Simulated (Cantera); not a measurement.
Charge: 1 mol Si3N4, 0.044 mol Si, 0.4 mol H2, equilibrated at 37.0 mbar.

Method: chemical equilibrium by Gibbs-energy minimisation in Cantera with the NASA 1993 tables (ideal gas, pure condensed phases). Candidate condensed phases: Si, Si3N4; 18 gas species. Gases not in the tables: Si2H6 and higher silanes. The numbers say what is thermodynamically allowed, not how fast it happens.

Task: What share of the Si ends up in condensed phases as a function of T (K), at 2525, 2575, 2625, 2675, 2725, 2775, 2825, 2875, 2925?

Result: 
```json
[
 {"T (K)": "2525", "Si condensed (%)": "83.1", "as": "Si(l)"},
 {"T (K)": "2575", "Si condensed (%)": "73.5", "as": "Si(l)"},
 {"T (K)": "2625", "Si condensed (%)": "56.8", "as": "Si(l)"},
 {"T (K)": "2675", "Si condensed (%)": "24.8", "as": "Si(l)"},
 {"T (K)": "2725", "Si condensed (%)": "0.0", "as": "-"},
 {"T (K)": "2775", "Si condensed (%)": "0.0", "as": "-"},
 {"T (K)": "2825", "Si condensed (%)": "0.0", "as": "-"},
 {"T (K)": "2875", "Si condensed (%)": "0.0", "as": "-"},
 {"T (K)": "2925", "Si condensed (%)": "0.0", "as": "-"}
]
```
